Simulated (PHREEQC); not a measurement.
## Reverse-osmosis reject: speciation

Synthetic water in mmol/kgw, 20 °C, pH 6.88, pe 11.7: Na 46.8; K 5.3; Ca 2.22; Mg 27.7; Cl 97.9; S(6) 6.46; Alkalinity (meq/kgw) 1.35; Ni 0.0427; Si 0.472.

Cl is adjusted to close the charge balance.
Valence states are taken as typed.

All values are PHREEQC results (ion-association model, wateq4f.dat), not measurements.

Each row changes one thing in this solution. This is a speciation only: nothing precipitates in the calculation.

| case | ionic strength (mol/kgw) | SO4-2 (mol/kgw) | MgSO4 (mol/kgw) | HCO3- (mol/kgw) | NaSO4- (mol/kgw) | CO2 (mol/kgw) | SI of Chalcedony (SiO2) | SI of Magnesite (MgCO3) |
|---|---|---|---|---|---|---|---|---|
| as made | 0.137 | 0.00364 | 0.00233 | 0.00115 | 0.000275 | 0.000274 | +0.30 | -0.62 |
| Alkalinity from 1.35 to 0.675 mmol/kgw | 0.138 | 0.00364 | 0.00234 | 0.000572 | 0.000275 | 0.000136 | +0.30 | -0.92 |
| pH from 6.88 to 6.38 at the same alkalinity | 0.138 | 0.00364 | 0.00233 | ___ | 0.000275 | ___ | +0.30 | -1.11 |
| pH from 6.88 to 7.38 at the same alkalinity | 0.137 | 0.00364 | 0.00234 | ___ | 0.000275 | ___ | +0.30 | ___ |

Question: What belongs in the gaps?

Answer: 
- pH from 6.88 to 6.38 at the same alkalinity, HCO3- (mol/kgw): 0.00117
- pH from 6.88 to 6.38 at the same alkalinity, CO2 (mol/kgw): 0.000882
- pH from 6.88 to 7.38 at the same alkalinity, HCO3- (mol/kgw): 0.00112
- pH from 6.88 to 7.38 at the same alkalinity, CO2 (mol/kgw): 8.40e-5
- pH from 6.88 to 7.38 at the same alkalinity, SI of Magnesite (MgCO3): -0.13

Some of these states are supersaturated (in Quartz (slow to form), Chalcedony (slow to form), for instance). The database's nickel carbonate constants are estimates that later reviews lower a good deal.
